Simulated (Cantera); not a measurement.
Feed: 1 mol C2F6, 0.061 mol H2, at 877 °C and 0.100 bar.

Equilibrium computed with Cantera from the NASA thermochemical tables; the gas is ideal and each condensed phase is pure. Candidate condensed phases: C, C6H6, C7H8, C8H18; 95 gas species. The feed counts by its element totals alone. Gases not in the tables: C2F6 and larger saturated fluorocarbons. Kinetics and transport are ignored.

Base state: CF4 0.923, HF 0.0767 (mole fractions); condensed: C(graphite).

Problem. What changes in the equilibrium state with this change: C2F6 replaced by CH2F2?

Solution. 
```
species           before   after
----------------  ------  ------
HF                0.0767   0.970
H2                 <1e-9  0.0296
CF4                0.923   <1e-9
C(graphite), mol   0.530   1.000
```
